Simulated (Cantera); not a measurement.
An adiabatic, constant-pressure homogeneous reactor starts with CH4 : O2 : N2 = 1 : 1.43 : 15.7 (molar parts), equivalence ratio 1.4, at 1075 K and 19500 Torr.

Model: GRI-Mech 3.0 (53 species, 325 reactions), integrated in Cantera. The pressure lies above the range GRI-Mech 3.0 was tuned for (to about 10 atm).

One state of this run: T (K) = 1817; x CH4 = 4.11e-5; x O2 = 1.07e-9; x H2 = 0.0291; x CO2 = 0.0218; x NO = 1.28e-7; x CH2O = 2.82e-8. x: mole fraction; the columns are a selection and need not sum to one.

### Question
Which value of t (s) does it belong to?
A. 0.000746
B. 0.746
C. 0.00200
D. 0.104

### Answer
D, 0.104
